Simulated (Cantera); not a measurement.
A perfectly stirred reactor is fed with 1.96 % H₂, 98.0 % O₂, equivalence ratio 0.010, at 1330 Pa; it is held at 1173 K, and followed from long to short residence time.

Detailed kinetics in Cantera: GRI-Mech 3.0 (53 species, 325 reactions). Radical loss at walls, strong at low pressure, is not modelled.

One state of this run: x H₂ = 0.00252; x O₂ = 0.967; x OH = 0.00229; x H₂O = 0.0149; x HO₂ = 2.38e-6; x H₂O₂ = 1.01e-7. x: mole fraction; the columns are a selection and need not sum to one.

Question: Which value of τ (s) does it belong to?
A. 0.34
B. 0.0053
C. 0.0029
D. 0.057

Answer: B, 0.0053
